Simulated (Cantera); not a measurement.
Feed: 1 mol H2S, 2.3 mol H2O, 1.2 mol H2, equilibrated at 2825 K and 10.0 mbar.

Cantera equilibrium calculation (NASA polynomials, part measured and part estimated; ideal gas, pure solids and liquids). Candidate condensed phases: H2O, H2SO4, S; 19 gas species. Equilibrium is a limit: real reactors are often held back by kinetics, nucleation or transport.

Base state: H 0.439, H2 0.242, H2O 0.0872, SO 0.0593, O 0.0517, OH 0.0455, S 0.0449, SO2 0.0173 (mole fractions); condensed: gas only.

Question: What changes in the equilibrium state with this change: temperature from 2825 K to 2600 K?

Answer: 
```json
[
 {"species": "H2", "before": "0.242", "after": "0.387"},
 {"species": "H", "before": "0.439", "after": "0.239"},
 {"species": "H2O", "before": "0.0872", "after": "0.182"},
 {"species": "O", "before": "0.0517", "after": "0.0104"},
 {"species": "SO2", "before": "0.0173", "after": "0.0330"},
 {"species": "OH", "before": "0.0455", "after": "0.0260"},
 {"species": "SO", "before": "0.0593", "after": "0.0719"},
 {"species": "S", "before": "0.0449", "after": "0.0378"},
 {"species": "H2S", "before": "8.95e-5", "after": "0.000375"},
 {"species": "O2", "before": "0.00745", "after": "0.00199"}
]
```

Question: What changes in the equilibrium state with this change: H2O from 2.3 to 1 mol?

Answer: 
```
species    before     after
-------  --------  --------
H           0.439     0.462
H2          0.242     0.268
S          0.0449    0.0917
H2O        0.0872    0.0473
O          0.0517    0.0253
SO2        0.0173   0.00848
OH         0.0455    0.0234
SO         0.0593    0.0593
O2        0.00745   0.00179
S2       0.000936   0.00389
H2S       8.95e-5  0.000202
SH        0.00391   0.00839
```
